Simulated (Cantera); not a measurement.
Standard-state values (1 bar) from the NASA 1993 polynomials, evaluated with Cantera. Values are per mole of reaction as written; species without (g) are pure solids or liquids, kept so even where they would boil at 1 bar.

Between 300 and 1073 K, where is each reaction favourable under standard conditions?
- 3 Cu + Cu(OH)2 ⇌ 2 Cu2O + 2 H(g)
- Cu(OH)2 ⇌ Cu + H2O2(g)


- 3 Cu + Cu(OH)2 ⇌ 2 Cu2O + 2 H(g): ΔG° is 483 kJ at 300 K and 323 kJ at 1073 K; it stays positive (K < 1). ΔH° is 545 kJ and ΔS° 207 J/K at 1073 K.
- Cu(OH)2 ⇌ Cu + H2O2(g): ΔG° is 266 kJ at 300 K and 160 kJ at 1073 K; it stays positive (K < 1). ΔH° is 292 kJ and ΔS° 123 J/K at 1073 K.
